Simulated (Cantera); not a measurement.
Mixture: CH₄ : C₂H₆ : C₃H₈ : O₂ : N₂ = 1 : 0.23 : 0.42 : 7.01 : 26.3 (molar parts), equivalence ratio 0.70, at 0.530 bar, adiabatic and at constant pressure. Ignition delay is the time to a rise of 400 K.

Computed with Cantera and GRI-Mech 3.0 (53 species, 325 reactions). GRI-Mech 3.0 was tuned for natural gas; its chemistry of propane as a main component is partial and can be far from experiment.

At T0 = 1248 K, what is the delay, and which 5 reactions control it most (d ln τ / d ln k, from doubling and halving each rate constant)?

The delay is 2.11 ms.
| reaction | d ln τ / d ln k | faster rate |
|---|---|---|
| H + O2 <=> O + OH | -0.61 | shortens it |
| CH3 + HO2 <=> CH3O + OH | -0.56 | shortens it |
| C2H5 + CH3 (+M) <=> C3H8 (+M) | -0.36 | shortens it |
| C3H8 + H <=> C3H7 + H2 | 0.34 | lengthens it |
| 2 CH3 (+M) <=> C2H6 (+M) | 0.34 | lengthens it |
